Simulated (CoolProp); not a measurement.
Values from CoolProp's reference Helmholtz-energy equation of state, Penoncello 2003.

**Question.** For CHF3 (R23), give the phase and the Joule-Thomson coefficient (K/MPa), conductivity (mW/(m K)) at 54.05 °C and 0.269 bar; 4.65 °C and 4.79 bar; 1.25 °C and 197 bar.

**Answer.** 
- 54.05 °C and 0.269 bar: gas; Joule-Thomson coefficient 9.71, conductivity 15.1
- 4.65 °C and 4.79 bar: gas; Joule-Thomson coefficient 16.0, conductivity 13.1
- 1.25 °C and 197 bar: liquid; Joule-Thomson coefficient -0.0321, conductivity 96.3

Thermal conductivity comes from a separate model (Shan 2000).
